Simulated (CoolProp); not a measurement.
A single-stage vapour-compression cycle with the fluid: evaporating at 322.15 K (dew point), condensing at 381.15 K (bubble point), superheat 5 K, subcooling 2 K, compressor efficiency 0.85, no pressure losses. The same conditions are run with several fluids, on thermodynamics alone (safety and materials aside).

Values from CoolProp's reference Helmholtz-energy equation of state of each fluid (R236FA: Pan 2012; R245ca: Zhou 2016; R113: Marx 1992; R124: de Vries 1995; dimethyl carbonate: Zhou 2011; n-perfluorohexane: Gao 2022).

Q: Rank R236FA, R245ca, R113, R124, dimethyl carbonate, n-perfluorohexane by cooling COP, highest first.

A: dimethyl carbonate (3.89), R113 (3.49), R245ca (3.23), R124 (2.47), R236FA (2.35), n-perfluorohexane (2.00)

| fluid | pressure ratio | discharge temperature (K) | refrigerating effect (kJ/kg) | volumetric capacity (kJ/m³) |
|---|---|---|---|---|
| R236FA | 4.03 | 381.7 | 53.6 | 1980 |
| R245ca | 4.77 | 381.1 | 110 | 1360 |
| R113 | 4.94 | 381.2 | 91.6 | 698 |
| R124 | 3.67 | 387.1 | 58.9 | 2660 |
| dimethyl carbonate | 7.79 | 387.8 | 300 | 223 |
| n-perfluorohexane | 5.67 | 381.2 | 26.4 | 263 |

The compression ends wet for: R245ca; R113; n-perfluorohexane.
